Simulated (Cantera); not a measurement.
Feed: 1 mol Ta2O5, 3.2 mol C, 0.083 mol CO, held at 2098 K and 70.0 mbar.

Equilibrium computed with Cantera from the NASA thermochemical tables; the gas is ideal and each condensed phase is pure. Candidate condensed phases: C, Ta, TaC, Ta2O5; 15 gas species. Mutual solubility and eutectic melting of coexisting phases are not modelled. TaC: taken at fixed stoichiometry. Condensed phases not in the tables: Ta2C. The numbers say what is thermodynamically allowed, not how fast it happens.

Base state: CO 0.999, CO2 0.000927, TaO2 5.50e-5 (mole fractions); condensed: TaC(s) + Ta2O5(l).

What changes in the equilibrium state with this change: 0.43 mol H2 added?


| species | before | after |
|---|---|---|
| CO | 0.999 | 0.844 |
| H2 | 0 | 0.150 |
| H | 0 | 0.00451 |
| TaO2 | 5.50e-5 | 5.64e-5 |
| H2O | 0 | 0.000657 |
| CO2 | 0.000927 | 0.000746 |
| TaC(s), mol | 0.915 | 0.915 |
| Ta2O5(l), mol | 0.542 | 0.542 |
Further candidate phases: C6H6, C7H8, C8H18, H2O.
